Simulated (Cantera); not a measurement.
An adiabatic, constant-pressure homogeneous reactor starts with CH4 : O2 : N2 = 1 : 3.08 : 26.8 (molar parts), equivalence ratio 0.65, at 1600 K and 1.01 bar.

Model: GRI-Mech 3.0 (53 species, 325 reactions), integrated in Cantera.

**Question.** Predict: time of steepest temperature rise; temperature at 6.00 s; equilibrium temperature; x(O2) at 6.00 s; x(CO2) at 6.00 s.

**Answer.** 
* **time of steepest temperature rise**: 0.772 ms
* **temperature at 6.00 s**: 2247 K
* **equilibrium temperature**: 2247 K
* **x(O2) at 6.00 s**: 0.0320 (gas-phase equilibrium 0.0320)
* **x(CO2) at 6.00 s**: 0.0309 (gas-phase equilibrium 0.0309)
